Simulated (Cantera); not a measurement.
# Ignition delay

Mixture: H2 : O2 : N2 = 1 : 1.14 : 4.27 (molar parts), equivalence ratio 0.44, at 5.00 bar, adiabatic and at constant pressure. Ignition delay is the time to a rise of 400 K.

Detailed kinetics in Cantera: the H2/O2 subset of GRI-Mech 3.0, which has no nitrogen chemistry. The hydrogen kinetics of GRI-Mech 3.0 are dated; newer H2 mechanisms differ, most at raised pressure.

```
T0 (K)  delay (ms)
------  ----------
1023          8.24
1073          1.78
1123         0.165
1173        0.0250
1223        0.0132
1273       0.00890
```

apparent activation energy between 1173 and 1273 K: 130 kJ/mol
